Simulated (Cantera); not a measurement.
**Thermodynamics of oxide etching and cleaning by halides, feed TiO2 + HCl + O2**

Feed: 1 mol TiO2, 63 mol HCl, 6.9 mol O2, held at 3.70 Pa.

Cantera equilibrium calculation (NASA polynomials, part measured and part estimated; ideal gas, pure solids and liquids). Candidate condensed phases: H2O, Ti, TiCl2, TiCl3, TiCl4, TiO, TiO2, Ti2O3, Ti3O5, Ti4O7; 23 gas species. Condensed phases not in the tables: TiOCl. Rates play no part.

```tsv
T (K)	x HCl	x O2	x Cl	x H2O	x Cl2	x OH	n TiO2(rutile)
848	0.841	0.0812	0.000861	0.0387	0.0382	2.18e-8	1.00
898	0.851	0.0843	0.00205	0.0317	0.0306	7.18e-8	1.00
948	0.858	0.0864	0.00441	0.0268	0.0246	2.09e-7	1.00
998	0.861	0.0876	0.00862	0.0237	0.0194	5.54e-7	1.00
1048	0.860	0.0879	0.0153	0.0223	0.0146	1.37e-6	1.00
1098	0.855	0.0872	0.0247	0.0227	0.0104	3.23e-6	1.00
1148	0.846	0.0856	0.0365	0.0251	0.00686	7.34e-6	1.00
1198	0.833	0.0830	0.0500	0.0293	0.00432	1.60e-5	1.00
1248	0.817	0.0796	0.0651	0.0352	0.00267	3.35e-5	1.00
1298	0.799	0.0756	0.0815	0.0424	0.00166	6.63e-5	1.00
```
x: gas mole fraction; n: condensed amount in mol.

From 848 K to 1298 K the condensed part is TiO2(rutile).
